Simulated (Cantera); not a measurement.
**Halide evaporation, hydrolysis and transport: CaF₂ + O₂ + N₂**

A closed system holds: 1 mol CaF₂, 1.2 mol O₂, 2.8 mol N₂, held at 1.00 bar.

Equilibrium computed with Cantera from the NASA thermochemical tables; the gas is ideal and each condensed phase is pure. Candidate condensed phases: Ca, CaF₂, CaO; 22 gas species. Equilibrium is a limit: real reactors are often held back by kinetics, nucleation or transport.

| T (K) | x N₂ | x O₂ | x CaF₂ | x NO | x O | x F | n CaF₂(s) | n CaF₂(l) |
|---|---|---|---|---|---|---|---|---|
| 1548 | 0.699 | 0.299 | 5.84e-6 | 0.00173 | 4.17e-6 | 9.93e-9 | 1.000 | 0 |
| 1598 | 0.699 | 0.299 | 1.52e-5 | 0.00216 | 7.74e-6 | 2.41e-8 | 1.000 | 0 |
| 1648 | 0.699 | 0.299 | 3.70e-5 | 0.00266 | 1.38e-5 | 5.52e-8 | 1.000 | 0 |
| 1698 | 0.698 | 0.298 | 8.41e-5 | 0.00323 | 2.39e-5 | 1.20e-7 | 0 | 1.000 |
| 1748 | 0.698 | 0.298 | 0.000172 | 0.00388 | 4.00e-5 | 2.42e-7 | 0 | 0.999 |
| 1798 | 0.697 | 0.298 | 0.000338 | 0.00462 | 6.51e-5 | 4.69e-7 | 0 | 0.999 |
| 1848 | 0.697 | 0.297 | 0.000636 | 0.00545 | 0.000103 | 8.76e-7 | 0 | 0.997 |
| 1898 | 0.696 | 0.296 | 0.00116 | 0.00636 | 0.000160 | 1.58e-6 | 0 | 0.995 |
| 1948 | 0.695 | 0.296 | 0.00203 | 0.00737 | 0.000241 | 2.77e-6 | 0 | 0.992 |
| 1998 | 0.693 | 0.294 | 0.00345 | 0.00846 | 0.000358 | 4.71e-6 | 0 | 0.986 |
| 2048 | 0.691 | 0.293 | 0.00569 | 0.00964 | 0.000519 | 7.81e-6 | 0 | 0.977 |
| 2098 | 0.688 | 0.291 | 0.00915 | 0.0109 | 0.000740 | 1.26e-5 | 0 | 0.963 |
| 2148 | 0.683 | 0.289 | 0.0144 | 0.0122 | 0.00104 | 1.99e-5 | 0 | 0.942 |
| 2198 | 0.677 | 0.286 | 0.0220 | 0.0136 | 0.00143 | 3.07e-5 | 0 | 0.910 |
x: gas mole fraction; n: condensed amount in mol.

From 1548 K to 1648 K the condensed part is CaF₂(s). From 1698 K to 2198 K the condensed part is CaF₂(l). The main Ca-bearing gas is CaF₂ throughout.
